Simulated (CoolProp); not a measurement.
Vapour-liquid equilibrium of o-xylene (1) + n-nonane (2) at 0.0109 MPa; x and y are mole fractions of (1).

Values from CoolProp's multi-fluid Helmholtz-energy mixture model, Zhou 2012 and Lemmon 2006; pair parameters Bell 2016.

Give the bubble temperature and the first vapour's composition at x = 0.5, 0.65, 0.8. Is there an azeotrope?

x = 0.5: 77.7 °C, y = 0.573; x = 0.65: 76.9 °C, y = 0.696; x = 0.8: 76.4 °C, y = 0.817. No azeotrope shows between x = 0.05 and 0.95.

The pair parameters rest on a limited set of measurements; away from them the model extrapolates.
